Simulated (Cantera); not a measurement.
# Equilibrium for iron carbonyl, mercury and lead vapours: PbO + H2 + N2

Input: 1 mol PbO, 0.71 mol H2, 6.4 mol N2, held at 0.133 bar.

Equilibrium computed with Cantera from the NASA thermochemical tables; the gas is ideal and each condensed phase is pure. Candidate condensed phases: H2O, Pb, PbO, PbO2, Pb3O4; 27 gas species. Each liquid is taken as pure. Mutual solubility and eutectic melting of coexisting phases are not modelled. Gases not in the tables: (PbO)n polymers. The numbers say what is thermodynamically allowed, not how fast it happens.

```csv
T (°C),x N2,x H2O,x Pb,x PbO,x H2,n Pb(l),n PbO(yellow),n PbO(l)
802,0.900,0.0998,0.000570,2.31e-5,1.90e-5,0.706,0.290,0
852,0.899,0.0997,0.00142,9.04e-5,2.22e-5,0.700,0.290,0
902,0.897,0.0995,0.00327,0.000302,2.67e-5,0.687,0,0.288
952,0.893,0.0990,0.00701,0.000847,3.40e-5,0.660,0,0.284
1002,0.885,0.0982,0.0141,0.00217,4.26e-5,0.607,0,0.275
1052,0.871,0.0966,0.0270,0.00518,5.22e-5,0.511,0,0.252
1102,0.845,0.0937,0.0492,0.0115,6.23e-5,0.337,0,0.203
1152,0.801,0.0888,0.0859,0.0241,7.18e-5,0.0231,0,0.0977
```
x: gas mole fraction; n: condensed amount in mol.

From 802 °C to 852 °C the condensed part is Pb(l) + PbO(yellow). From 902 °C to 1152 °C the condensed part is Pb(l) + PbO(l). The share of Pb in condensed phases is highest at 802 °C (99.6 %) and lowest at 1152 °C (12.1 %).
